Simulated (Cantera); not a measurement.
Charge: 1 mol SiH₄, 0.095 mol CH₄, 22 mol H₂, at 1800 °C.

Method: chemical equilibrium by Gibbs-energy minimisation in Cantera with the NASA 1993 tables (ideal gas, pure condensed phases). Candidate condensed phases: C, C₆H₆, C₇H₈, C₈H₁₈, Si, SiC; 87 gas species. Mutual solubility and eutectic melting of coexisting phases are not modelled. Gases not in the tables: Si₂H₆ and higher silanes. Equilibrium is a limit: real reactors are often held back by kinetics, nucleation or transport.

Which condensed phases are stable at each of these points (P (Pa)): 100, 400, 1600, 6300, 25000, 100000?


| P (Pa) | condensed phases | Si condensed (%) |
|---|---|---|
| 100 | SiC(s) | 5.6 |
| 400 | Si(l) + SiC(s) | 27.5 |
| 1600 | Si(l) + SiC(s) | 81.6 |
| 6300 | Si(l) + SiC(s) | 94.8 |
| 25000 | Si(l) + SiC(s) | 98.3 |
| 100000 | Si(l) + SiC(s) | 99.2 |

At 0.00100 bar the condensed part is SiC(s). From 0.00400 bar to 1.00 bar the condensed part is Si(l) + SiC(s).
